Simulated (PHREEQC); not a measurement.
Acid mine or pickling water: speciation

Synthetic water in mg/kgw, 92 °C, pH 1.88, pe 8.8:

| constituent | mg/kgw |
|---|---|
| Na | 21.8 |
| K | 39.8 |
| Ca | 89.7 |
| Mg | 23.9 |
| Cl | 42.7 |
| S(6) as SO4 | 1620 |
| Mn(2) | 2.36 |
| Li | 0.973 |
| Si as SiO2 | 0.0612 |

Valence states are taken as typed.

The numbers come from PHREEQC with the ion-association model, wateq4f.dat.

Each row changes one thing in this solution. This is a speciation only: nothing precipitates in the calculation.

```tsv
case	ionic strength (mol/kgw)	HSO4- (mol/kgw)	SO4-2 (mol/kgw)	Ca+2 (mol/kgw)	Mg+2 (mol/kgw)	Mn+2 (mol/kgw)	SI of Gypsum (CaSO4:2H2O)	SI of Quartz (SiO2)
as made	0.0262	0.0129	0.00291	0.00169	0.000572	3.11e-5	-1.10	-2.81
Mn(2) from 2.36 to 1.18 mg/kgw	0.0262	0.0129	0.00291	0.00169	0.000572	1.55e-5	-1.10	-2.81
temperature from 92 to 30 °C at the same typed pH	0.0340	0.00728	0.00839	0.00149	0.000616	2.98e-5	-0.90	-2.08
```

At this temperature some constants are extrapolated from 25 °C, and those without enthalpy data are left unchanged.
